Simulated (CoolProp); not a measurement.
R1224YDZ along the isobar 36.9 bar: Z from the reference equation and from simpler models built on Tc = 155.5 °C, pc = 33.34 bar, ω = 0.325; each cubic takes its own stable root.

Values from CoolProp's reference Helmholtz-energy equation of state, Akasaka 2023.

```tsv
T (°C)	phase	reference	Redlich-Kwong	Soave-Redlich-Kwong	Peng-Robinson
138.45	liquid	0.1676	0.2118	?	0.1818
142.55	liquid	0.1710	0.2179	0.2106	?
146.65	liquid	0.1754	0.2257	0.2195	?
150.75	liquid	0.1816	0.2361	?	0.2084
154.85	liquid	0.1912	0.2510	0.2501	0.2265
158.95	supercritical	0.2128	0.2764	0.2860	0.2625
163.05	supercritical	0.3629	0.3414	0.3955	0.3713
167.15	supercritical	0.4622	0.4382	0.4786	0.4507
171.25	supercritical	0.5144	0.4912	0.5273	0.4983
175.35	supercritical	0.5523	0.5282	0.5635	0.5340
179.45	supercritical	0.5827	0.5574	0.5929	0.5632
183.55	supercritical	?	0.5819	0.6179	0.5881
187.65	supercritical	0.6306	0.6031	0.6398	0.6100
191.75	supercritical	0.6502	0.6219	0.6593	0.6296
195.85	supercritical	0.6678	0.6388	0.6769	0.6473
199.95	supercritical	0.6838	0.6542	0.6930	0.6635
```

Task: Complete the blanks.

Result: 
- 138.45, Soave-Redlich-Kwong: 0.2039
- 142.55, Peng-Robinson: 0.1883
- 146.65, Peng-Robinson: 0.1967
- 150.75, Soave-Redlich-Kwong: 0.2316
- 183.55, reference: 0.6083
